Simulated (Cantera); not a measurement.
Feed: 1 mol SiH₂Cl₂, 0.21 mol N₂O, 28 mol N₂, equilibrated at 1650 K and 0.420 bar.

Method: chemical equilibrium by Gibbs-energy minimisation in Cantera with the NASA 1993 tables (ideal gas, pure condensed phases). Candidate condensed phases: H₂O, NH₄Cl, Si, SiO₂, Si₂N₂O, Si₃N₄; 47 gas species. Mutual solubility and eutectic melting of coexisting phases are not modelled. The tables' values for SiCl₃ are old estimates; treat these amounts as uncertain. Kinetics and transport are ignored.

Base state: N₂ 0.935, HCl 0.0422, H₂ 0.0124, SiCl₂ 0.00742, SiCl₃ 0.00189, SiCl₄ 0.00106, SiHCl₃ 5.24e-5, Cl 4.16e-5 (mole fractions); condensed: Si₂N₂O(s) + Si₃N₄(s).

What changes in the equilibrium state with this change: N₂O from 0.21 to 37 mol?


```
species               before    after
-------------------  -------  -------
N₂                     0.935    0.767
O₂                     <1e-9    0.204
HCl                   0.0422   0.0172
H₂                    0.0124  1.28e-7
SiCl₂                0.00742    <1e-9
NO                     <1e-9  0.00232
SiCl₃                0.00189    <1e-9
SiCl₄                0.00106    <1e-9
H₂O                  5.62e-9  0.00318
Si₂N₂O(s), mol         0.210        0
Si₃N₄(s), mol         0.0900        0
SiO₂(β-quartz), mol        0     1.00
```
The tables hold silica as quartz up to 1696 K and as liquid above; real silica turns to tridymite and cristobalite and melts near 1996 K.

What changes in the equilibrium state with this change: N₂ from 28 to 76 mol?


```
species          before     after
--------------  -------  --------
N₂                0.935     0.975
HCl              0.0422    0.0168
H₂               0.0124   0.00444
SiCl₂           0.00742   0.00320
SiHCl₃          5.24e-5   9.00e-6
SiCl₄           0.00106  0.000203
SiCl₃           0.00189  0.000544
H               1.56e-5   9.34e-6
Si₂N₂O(s), mol    0.210     0.209
Si₃N₄(s), mol    0.0900    0.0909
```
